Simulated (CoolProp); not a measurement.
Saturation properties of R227EA.

Values from CoolProp's reference Helmholtz-energy equation of state, Lemmon 2016.

| T (K) | p (kPa) | vapour density (kg/m³) | enthalpy of vaporisation (kJ/kg) | liquid viscosity (µPa s) |
|---|---|---|---|---|
| 256.9 | 101.7 | 8.517 | 131.7 | (withheld) |
| 268.9 | 166.2 | 13.58 | 126.4 | 354 |
| 281 | 259.5 | 20.84 | 120.7 | 301 |
| 293.1 | 388.5 | 30.95 | 114.4 | (withheld) |
| 305.1 | 559.5 | (withheld) | 107.6 | 218 |
| 317.2 | 784.0 | 63.38 | 99.83 | 184 |
| 329.3 | 1070 | 88.99 | 90.97 | (withheld) |
| 341.3 | 1426 | 124.5 | 80.58 | 127 |
| 353.4 | 1868 | 177.2 | 67.50 | 101 |
| 365.5 | 2413 | 266.9 | (withheld) | 74.7 |

**Question.** Some entries are withheld; supply them.

**Answer.** 
- 256.9, liquid viscosity (µPa s): 416
- 293.1, liquid viscosity (µPa s): 256
- 305.1, vapour density (kg/m³): 44.64
- 329.3, liquid viscosity (µPa s): 154
- 365.5, enthalpy of vaporisation (kJ/kg): 49.01

It boils at 256.8 K under 1 atm.

Viscosity comes from a separate model (Huber 2003), an estimate that may be off by 10 % or more.
